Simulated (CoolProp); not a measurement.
A single-stage vapour-compression cycle with the fluid: evaporating at 264.15 K (dew point), condensing at 301.15 K (bubble point), superheat 0 K, subcooling 2 K, compressor efficiency 0.65, no pressure losses. The same conditions are run with several fluids, on thermodynamics alone (safety and materials aside).

The numbers come from the reference Helmholtz-energy equation of state of each fluid (R236EA: Rui 2013; hydrogen chloride: Thol 2018; R407C: Lemmon 2003; R1132(E): Akasaka 2024; n-pentane: Thol 2019; R11: Jacobsen 1992) in CoolProp. Blends and air are pseudo-pure fits.

```tsv
fluid	cooling COP	pressure ratio	discharge temperature (K)	refrigerating effect (kJ/kg)	volumetric capacity (kJ/m³)
R236EA	…	4.37	…	129	482
hydrogen chloride	3.42	2.49	361.7	…	…
R407C	3.28	3.88	336.1	167	2390
R1132(E)	3.80	2.93	…	199	4020
n-pentane	4.11	…	312.6	…	166
R11	4.22	4.37	332.9	163	278
```

Problem. Some entries are withheld; supply them.

Solution. 
- R236EA, cooling COP: 3.95
- R236EA, discharge temperature (K): 307.3
- hydrogen chloride, refrigerating effect (kJ/kg): 257
- hydrogen chloride, volumetric capacity (kJ/m³): 11000
- R1132(E), discharge temperature (K): 331.2
- n-pentane, pressure ratio: 4.78
- n-pentane, refrigerating effect (kJ/kg): 313
